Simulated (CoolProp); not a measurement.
The fluid at 298.15 K and 0.0304 MPa is throttled through a valve to 0.0045 MPa with no heat exchange. The same conditions are run with several fluids, on thermodynamics alone (safety and materials aside).

The numbers come from the reference Helmholtz-energy equation of state of each fluid (the fluoroketone C6F12O (FK-5-1-12): McLinden 2015; vinyl chloride: Thol 2022; n-perfluorobutane: Gao 2022; R13: Platzer 1990; isobutene: Lemmon 2005) in CoolProp. The equations of Platzer and Polt are older, rougher fits.

```tsv
fluid	temperature change (K)	final density (kg/m³)
the fluoroketone C6F12O (FK-5-1-12)	-0.7	0.577
vinyl chloride	-0.7	0.114
n-perfluorobutane	-0.3	0.433
R13	-0.3	0.190
isobutene	-0.7	0.102
```
